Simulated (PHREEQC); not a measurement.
3.6 g of hydrous ferric oxide (600 m²/g; 0.2 weak and 0.005 strong sites per Fe, Dzombak-Morel constants, diffuse double layer) in 1 kg of water with 0.3 mol/kgw of an inert sodium salt, at 25 °C; the pH is set by adding NaOH or the inert anion's acid. Oxygen alone is held at its pressure in air (log pO2 = -0.68). CO2 from the air is kept out. Nothing may precipitate in this run.

The numbers come from PHREEQC with the ion-association model, wateq4f.dat.

Predict surface charge σ (C/m²), surface potential ψ (mV) at pH = 4.5, 5, 5.5, 8.


| pH | surface charge σ (C/m²) | surface potential ψ (mV) |
|---|---|---|
| 4.5 | 0.319 | 118 |
| 5 | 0.269 | 110 |
| 5.5 | 0.211 | 98 |
| 8 | 0.006 | 5 |
